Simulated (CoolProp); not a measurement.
The fluid at 539.35 K and 0.139 MPa flows at 0.093 m/s in a round tube of 1 mm bore and 1.5 µm roughness, fully developed (64/Re and Nu = 3.66 if laminar; Colebrook and Gnielinski if turbulent). The same conditions are run with several fluids, on thermodynamics alone (safety and materials aside).

Computed with CoolProp (reference Helmholtz-energy equation of state of each fluid (n-butane: Bücker 2006; m-xylene: Zhou 2012; n-octane: Beckmüller 2019; methanol: de Reuck 1993; ethanol: Schroeder 2014)).

Problem. Rank n-butane, m-xylene, n-octane, methanol, ethanol by Reynolds number, highest first.

Solution. n-octane (33.2), m-xylene (27.0), n-butane (12.8), ethanol (8.41), methanol (5.23)

```csv
fluid,Darcy friction factor,pressure drop (Pa/m),heat-transfer coefficient (W/(m² K)),mass flow (kg/h)
n-butane,5.00,39.2,182,0.000476
m-xylene,2.37,34.6,121,0.000885
n-octane,1.93,30.3,132,0.000955
methanol,12.2,52.8,160,0.000262
ethanol,7.61,47.3,158,0.000377
```

Transport values come from each fluid's own correlations.
